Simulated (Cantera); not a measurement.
Charge: 1 mol Si3N4, 0.51 mol H2O, 47 mol N2, at 2.50 Pa.

Equilibrium computed with Cantera from the NASA thermochemical tables; the gas is ideal and each condensed phase is pure. Candidate condensed phases: H2O, Si, SiO2, Si2N2O, Si3N4; 35 gas species. Mutual solubility and eutectic melting of coexisting phases are not modelled. Rates play no part.

x: gas mole fraction; n: condensed amount in mol.

| T (K) | x N2 | x H2 | x SiO | x Si | x H | x Si2N | x SiN | n Si2N2O(s) | n Si3N4(s) | n Si(s) |
|---|---|---|---|---|---|---|---|---|---|---|
| 1050 | 0.989 | 0.0107 | 8.81e-11 | <1e-12 | 1.68e-7 | <1e-12 | <1e-12 | 0.510 | 0.660 | 0 |
| 1100 | 0.989 | 0.0107 | [?] | [?] | [?] | <1e-12 | <1e-12 | 0.510 | 0.660 | 0 |
| 1150 | 0.989 | 0.0107 | 2.99e-8 | 2.96e-11 | 1.54e-6 | <1e-12 | 1.32e-12 | 0.510 | 0.660 | 0 |
| 1200 | 0.989 | 0.0107 | 3.80e-7 | 6.10e-10 | 4.08e-6 | <1e-12 | 1.93e-11 | 0.510 | 0.660 | 0 |
| 1250 | 0.989 | 0.0107 | 3.93e-6 | 9.85e-9 | 1.00e-5 | 6.96e-12 | 2.26e-10 | 0.510 | 0.660 | 0 |
| 1300 | 0.989 | 0.0107 | 3.38e-5 | 1.28e-7 | 2.29e-5 | 1.83e-10 | 2.19e-9 | 0.508 | 0.661 | 0 |
| 1350 | 0.989 | 0.0107 | 0.000248 | 1.38e-6 | 4.92e-5 | 3.78e-9 | 1.79e-8 | 0.498 | 0.664 | 0 |
| 1400 | 0.988 | 0.0106 | [?] | [?] | [?] | [?] | 1.25e-7 | [?] | 0.685 | 0 |
| 1450 | 0.981 | 0.0105 | 0.00873 | 9.69e-5 | 0.000194 | 8.53e-7 | 7.68e-7 | 0.0889 | 0.799 | 0 |
| 1500 | 0.979 | 0.0100 | 0.0102 | 0.000421 | 0.000352 | 4.02e-6 | 2.68e-6 | 0 | 0 | 2.47 |
| 1550 | 0.978 | 0.00987 | 0.0102 | 0.00133 | 0.000626 | 1.09e-5 | 6.87e-6 | 0 | 0 | 2.42 |

Q: Fill in the missing entries.

A: 
- 1100, x SiO: 1.86e-9
- 1100, x Si: 1.09e-12
- 1100, x H: 5.35e-7
- 1400, x SiO: 0.00157
- 1400, x Si: 1.24e-5
- 1400, x H: 0.000100
- 1400, x Si2N: 6.25e-8
- 1400, n Si2N2O(s): 0.435
